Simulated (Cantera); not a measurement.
An isothermal, constant-pressure homogeneous reactor starts with 2.50 % CH4, 97.5 % N2, at 1498 K and 2.93 Torr.

Cantera simulation using GRI-Mech 3.0 (53 species, 325 reactions); the numbers are that mechanism's predictions, not measurements. GRI-Mech 3.0 stops at C3 and has no aromatics, soot or wall deposition, so with more carbon than oxygen in the feed, carbon stays in small species such as C2H2 where larger ones or solid carbon would form. Radical loss at walls, strong at low pressure, is not modelled.

Task: Predict: x(CH4) at 70.0 s; x(H) at 70.0 s; x(C2H4) at 70.0 s; x(CH2) at 70.0 s; x(C2H6) at 70.0 s; x(C2H2) at 70.0 s.

Result: 
| Item | Result |
|---|---|
| x(CH4) at 70.0 s | 0.00302 (gas-phase equilibrium 1.02e-6) |
| x(H) at 70.0 s | 2.43e-5 (gas-phase equilibrium 5.30e-5) |
| x(C2H4) at 70.0 s | 1.52e-5 (gas-phase equilibrium 7.63e-8) |
| x(CH2) at 70.0 s | 2.72e-8 (gas-phase equilibrium 3.57e-11) |
| x(C2H6) at 70.0 s | 1.75e-7 (gas-phase equilibrium <1e-12) |
| x(C2H2) at 70.0 s | 0.0107 (gas-phase equilibrium 0.00186) |
